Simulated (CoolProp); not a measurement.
A single-stage vapour-compression cycle with chloromethane (R40): evaporating at 269.15 K (dew point), condensing at 325.15 K (bubble point), superheat 2 K, subcooling 5 K, compressor efficiency 0.85, no pressure losses. Each further row changes one setting.

Values from CoolProp's reference Helmholtz-energy equation of state, Thol 2014.

```json
[
 {"case": "as stated", "cooling COP": "3.38", "pressure ratio": "5.26", "discharge temperature (K)": "393.1", "refrigerating effect (kJ/kg)": "326", "volumetric capacity (kJ/m³)": "1740"},
 {"case": "evaporating temperature 274.15 K", "cooling COP": "3.85", "pressure ratio": "…", "discharge temperature (K)": "385.1", "refrigerating effect (kJ/kg)": "…", "volumetric capacity (kJ/m³)": "…"},
 {"case": "condensing temperature 320.15 K", "cooling COP": "3.79", "pressure ratio": "4.65", "discharge temperature (K)": "…", "refrigerating effect (kJ/kg)": "334", "volumetric capacity (kJ/m³)": "1780"},
 {"case": "subcooling 10 K", "cooling COP": "…", "pressure ratio": "5.26", "discharge temperature (K)": "393.1", "refrigerating effect (kJ/kg)": "334", "volumetric capacity (kJ/m³)": "1780"},
 {"case": "superheat 12 K", "cooling COP": "…", "pressure ratio": "5.26", "discharge temperature (K)": "405.5", "refrigerating effect (kJ/kg)": "335", "volumetric capacity (kJ/m³)": "1710"},
 {"case": "compressor efficiency 0.75", "cooling COP": "…", "pressure ratio": "5.26", "discharge temperature (K)": "405.1", "refrigerating effect (kJ/kg)": "326", "volumetric capacity (kJ/m³)": "1740"}
]
```

### Question
Complete the blanks.

### Answer

- evaporating temperature 274.15 K, pressure ratio: 4.40
- evaporating temperature 274.15 K, refrigerating effect (kJ/kg): 328
- evaporating temperature 274.15 K, volumetric capacity (kJ/m³): 2070
- condensing temperature 320.15 K, discharge temperature (K): 383.3
- subcooling 10 K, cooling COP: 3.47
- superheat 12 K, cooling COP: 3.33
- compressor efficiency 0.75, cooling COP: 2.98
